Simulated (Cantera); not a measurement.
An adiabatic, constant-volume homogeneous reactor starts with CH₄ : C₂H₆ : O₂ : N₂ = 1 : 0.053 : 1.56 : 5.87 (molar parts), at 1800 K and 1.00 bar.

Model: GRI-Mech 3.0 (53 species, 325 reactions), integrated in Cantera. Above 3000 K some thermodynamic fits are extrapolated.

Task: Predict: time of steepest temperature rise; temperature at 4.00 s; equilibrium temperature; x(O₂) at 4.00 s; x(HO₂) at 4.00 s; x(OH) at 4.00 s; x(NO₂) at 4.00 s.

Result: 
| Item | Result |
|---|---|
| time of steepest temperature rise | 45.5 µs |
| temperature at 4.00 s | 3014 K |
| equilibrium temperature | 3014 K |
| x(O₂) at 4.00 s | 0.00571 (gas-phase equilibrium 0.00571) |
| x(HO₂) at 4.00 s | 3.99e-6 (gas-phase equilibrium 3.99e-6) |
| x(OH) at 4.00 s | 0.0223 (gas-phase equilibrium 0.0223) |
| x(NO₂) at 4.00 s | 9.15e-7 (gas-phase equilibrium 9.15e-7) |
